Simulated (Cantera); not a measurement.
Feed: 1 mol Cr2O3, 0.54 mol H2, 0.14 mol H2O, held at 1898.15 K and 11000 Pa.

Method: chemical equilibrium by Gibbs-energy minimisation in Cantera with the NASA 1993 tables (ideal gas, pure condensed phases). Candidate condensed phases: Cr, Cr2O3, H2O; 13 gas species. Rates play no part.

Task: What is the equilibrium state?

Result: 
```json
{
  "x(H2)": "0.792",
  "x(H2O)": "0.206",
  "x(H)": "0.00210",
  "x(OH)": "4.46e-5",
  "x(Cr)": "2.33e-5",
  "x(CrO)": "3.62e-6",
  "n(Cr2O3(s))": "1.000 mol",
  "gas_amount": "0.6807 mol",
  "log10 activity of Cr(s) (absent)": "-2.12"
}
```
